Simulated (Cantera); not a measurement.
Cantera run:

```python
import numpy as np
import cantera as ct

gas_names = """
    H2 HI Mg
""".split()
cond_names = """
    MgI2(s) MgI2(L)
""".split()


# ... load() reads the species with a 1 bar reference pressure and builds the phases ...
species = {s.name: s for s in load("nasa_gas.yaml", gas_names) + load("nasa_condensed.yaml", cond_names)}
# Each term lists the table entries of one substance; the one whose range holds T is used.
reactions = {
    'MgI2 + H2(g) = 2 HI(g) + Mg(g)':
        [(-1, ['MgI2(s)', 'MgI2(L)']), (-1, ['H2']), (2, ['HI']), (1, ['Mg'])],
}


def pick(names, T):
    return next(species[n] for n in names if species[n].thermo.min_temp <= T <= species[n].thermo.max_temp)


results = []
for label, terms in reactions.items():
    print(label)
    print("     T/K   dH/kJ  dS/(J/K)   dG/kJ   log10 K")
    for T in [723, 798, 873, 948, 1023, 1098, 1173]:
        used = [(nu, pick(names, T)) for nu, names in terms]
        dH = sum(nu * s.thermo.h(T) for nu, s in used) / 1e6
        dS = sum(nu * s.thermo.s(T) for nu, s in used) / 1e3
        dG = dH - T * dS / 1e3
        logK = -dG * 1e6 / (ct.gas_constant * T * np.log(10))
        results.append((label, T, dH, dS, dG, logK, [s.name for _, s in used]))
        print(f"{T:8g} {dH:8.1f} {dS:8.1f} {dG:8.1f} {logK:8.2f}")
```

It prints:

```
MgI2 + H2(g) = 2 HI(g) + Mg(g)
     T/K   dH/kJ  dS/(J/K)   dG/kJ   log10 K
     723    554.3    275.8    354.9   -25.64
     798    551.9    272.7    334.3   -21.88
     873    549.6    269.9    313.9   -18.78
     948    517.4    234.4    295.1   -16.26
    1023    514.1    231.1    277.7   -14.18
    1098    510.9    228.1    260.5   -12.39
    1173    507.7    225.2    243.5   -10.84
```

Standard-state values (1 bar) from the NASA 1993 polynomials, evaluated with Cantera. Condensed species are held in their standard states even where they would react or evaporate.
